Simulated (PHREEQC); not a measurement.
**Spent oxide etchant: speciation**

Make-up at 86 °C: 0.0089 mol/kgw HF, 0.075 mol/kgw H2SiF6, 0.014 mol/kgw H3PO4 and 0.27 mol/kgw HNO3. Closed to the air; pH follows from the charge balance.

All values are PHREEQC results (ion-association model, phreeqc.dat), not measurements.

No solid was allowed to form.

Q: What pH, ionic strength, activity of water does the model give?

A: pH 0.52; ionic strength 0.468 mol/kgw; activity of water 0.986.

Q: In which forms is P present?

A: H3PO4 98 %, H2PO4- 2.0 % of the P.

Examples of supersaturated solids here: SiO2(a), Quartz (slow to form). Others may be too. Species that the database lacks are ignored. Constants without temperature data keep their 25 °C values here. SiF6-2 is the database's only silicon fluoride.
